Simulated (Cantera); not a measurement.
# Adiabatic ignition

An adiabatic, constant-pressure homogeneous reactor starts with H2 : O2 : N2 = 1 : 0.333 : 1.25 (molar parts), equivalence ratio 1.5, at 1200 K and 1580 Torr.

Detailed kinetics in Cantera: GRI-Mech 3.0 (53 species, 325 reactions). The hydrogen kinetics of GRI-Mech 3.0 are dated; newer H2 mechanisms differ, most at raised pressure.

| t (s) | T (K) | x H2 | x O2 | x N2O | x H | x H2O2 |
|---|---|---|---|---|---|---|
| 4.00e-6 | 1200 | 0.387 | 0.129 | <1e-12 | 9.32e-8 | 4.49e-10 |
| 8.66e-6 | 1200 | 0.387 | 0.129 | <1e-12 | 1.49e-6 | 6.52e-9 |
| 1.88e-5 | 1203 | 0.386 | 0.128 | 1.03e-10 | 0.000563 | 2.36e-6 |
| 4.06e-5 | 2453 | 0.137 | 0.00404 | 4.40e-8 | 0.0554 | 2.90e-7 |
| 8.80e-5 | 2742 | 0.143 | 0.00129 | 8.35e-8 | 0.0272 | 1.75e-7 |
| 0.000191 | 2798 | 0.144 | 0.000856 | 1.01e-7 | 0.0218 | 1.47e-7 |
| 0.000413 | 2799 | 0.144 | 0.000825 | 1.05e-7 | 0.0215 | 1.44e-7 |
| 0.000894 | 2796 | 0.145 | 0.000803 | 1.13e-7 | 0.0213 | 1.41e-7 |
| 0.00194 | 2794 | 0.145 | 0.000786 | 1.23e-7 | 0.0212 | 1.39e-7 |
| 0.00420 | 2794 | 0.145 | 0.000784 | 1.25e-7 | 0.0212 | 1.38e-7 |
| 0.00909 | 2794 | 0.145 | 0.000783 | 1.25e-7 | 0.0212 | 1.38e-7 |
| 0.0197 | 2794 | 0.145 | 0.000783 | 1.25e-7 | 0.0212 | 1.38e-7 |
| 0.0426 | 2794 | 0.145 | 0.000783 | 1.25e-7 | 0.0212 | 1.38e-7 |
| 0.0923 | 2794 | 0.145 | 0.000783 | 1.25e-7 | 0.0212 | 1.38e-7 |
| 0.200 | 2794 | 0.145 | 0.000783 | 1.25e-7 | 0.0212 | 1.38e-7 |
x: mole fraction; the columns are a selection and need not sum to one.

```json
{
  "time_of_steepest_temperature_rise": "25.5 µs",
  "temperature at 0.200 s": "2794 K",
  "equilibrium_temperature": "2794 K",
  "x(H2) at 0.200 s": "0.145 (gas-phase equilibrium 0.145)",
  "x(O2) at 0.200 s": "0.000783 (gas-phase equilibrium 0.000783)",
  "x(N2O) at 0.200 s": "1.25e-7 (gas-phase equilibrium 1.25e-7)"
}
```
